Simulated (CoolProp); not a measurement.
The fluid at 293.15 K and 0.802 MPa is compressed adiabatically to 2.84 MPa with isentropic efficiency 0.75. The same conditions are run with several fluids, on thermodynamics alone (safety and materials aside).

Model: reference Helmholtz-energy equation of state of each fluid (R407C: Lemmon 2003; CH2F2 (R32): Tillner-Roth 1997; hydrogen chloride: Thol 2018; sulfur hexafluoride: Guder 2009; ethane: Bücker 2006), in CoolProp. Blends and air are pseudo-pure fits.

```
fluid                work (kJ/kg)  final temperature (K)  final density (kg/m³)
-------------------  ------------  ---------------------  ---------------------
R407C                        40.9                  361.6                    111
CH2F2 (R32)                  77.8                  393.1                      …
hydrogen chloride               …                  458.8                   28.4
sulfur hexafluoride          25.1                      …                      …
ethane                        138                  377.0                   30.4
```

### Question
Fill in the missing entries.

### Answer

- CH2F2 (R32), final density (kg/m³): 52.2
- hydrogen chloride, work (kJ/kg): 128
- sulfur hexafluoride, final temperature (K): 344.0
- sulfur hexafluoride, final density (kg/m³): 188
